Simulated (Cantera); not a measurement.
What does this Cantera script print?

```python
import numpy as np
import cantera as ct

gas_names = """
    B BH BH2 BH3 BO BO2 B2 B2O B2O2 B2O3 B3O3H3 H HBO HBO2 HO2 H2 H2O H2O2 H3B3O6 O OH O2 O3
""".split()
cond_names = """
    B(b) B(L) B2O3(L) B3O3H3(cr) H2O(s) H2O(L)
""".split()


def load(file, names, dense=False):
    # The tables refer to 1 bar. Condensed volumes are neglected.
    table = {s.name: s for s in ct.Species.list_from_file(file)}
    out = []
    for n in names:
        d = dict(table[n].input_data)
        d["thermo"] = dict(d["thermo"], **{"reference-pressure": 1e5})
        if dense:
            d["equation-of-state"] = {"model": "constant-volume", "density": "1e6 g/cm^3"}
        out.append(ct.Species.from_dict(d))
    return out


gas = ct.Solution(thermo="ideal-gas", species=load("nasa_gas.yaml", gas_names))
cond = {s.name: ct.Solution(thermo="fixed-stoichiometry", species=[s], name=s.name)
        for s in load("nasa_condensed.yaml", cond_names, dense=True)}
atoms = {
    'B': {'B': 1},
    'H2O': {'H': 2, 'O': 1},
    'H2': {'H': 2},
}
top_T = {}  # K; cautious upper limits of use, not melting points


def equilibrate(T, P, feed):
    n = {}
    for name, mol in feed.items():
        for a, k in atoms[name].items():
            n[a] = n.get(a, 0.0) + k * mol
    gas.TPX = T, P, n
    mass = sum(n.values()) * gas.mean_molecular_weight
    gas.equilibrate("TP")
    valid = [c for c in cond.values() if c.min_temp <= T <= top_T.get(c.name, c.max_temp)]
    mix = ct.Mixture([(gas, mass / gas.mean_molecular_weight)] + [(c, 0.0) for c in valid])
    mix.T, mix.P = T, P
    mix.equilibrate("TP", solver="vcs", rtol=1e-11, max_steps=5000)
    return mix


results = []
feed = {'B': 1, 'H2O': 2.6, 'H2': 2.1}  # mol
T = 1900  # K
P = 64000  # Pa
mix = equilibrate(T, P, feed)
results.append((T, P, feed, dict(zip(mix.species_names, mix.species_moles))))
x = sorted(zip(gas.X, gas.species_names), reverse=True)
print(f"T = {T:g} K  P = {P:g} Pa  gas = {mix.phase_moles(0):.4g} mol")
print("   x: " + "  ".join(f"{s} {v:.3e}" for v, s in x if v > 1e-06))
print("   condensed (mol): " + ("  ".join(f"{mix.phase(i).name} {mix.phase_moles(i):.4g}"
      for i in range(1, mix.n_phases) if mix.phase_moles(i) > 1e-12) or "none"))
```

Result:

```
T = 1900 K  P = 64000 Pa  gas = 5.202 mol
   x: H2 6.885e-01  HBO2 1.566e-01  H2O 1.347e-01  B2O3 1.611e-02  HBO 3.086e-03  H 8.231e-04  BO 5.909e-05  H3B3O6 5.848e-05  B2O2 4.410e-05  BO2 1.862e-05  OH 1.322e-05
   condensed (mol): none
```

Equilibrium computed with Cantera from the NASA thermochemical tables; the gas is ideal and each condensed phase is pure.
